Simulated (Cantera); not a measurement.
## Equilibrium for abatement and gas-phase synthesis: S + H2

Feed: 1 mol S, 0.7 mol H2, equilibrated at 3100 K and 1 atm.

Equilibrium computed with Cantera from the NASA thermochemical tables; the gas is ideal and each condensed phase is pure. Candidate condensed phases: S; 7 gas species. The numbers say what is thermodynamically allowed, not how fast it happens.

```json
{
  "x(H2)": "0.375",
  "x(S2)": "0.224",
  "x(S)": "0.158",
  "x(H)": "0.129",
  "x(SH)": "0.0989",
  "x(H2S)": "0.0153",
  "gas_amount": "1.389 mol",
  "log10 activity of S(l) (absent)": "-2.21"
}
```
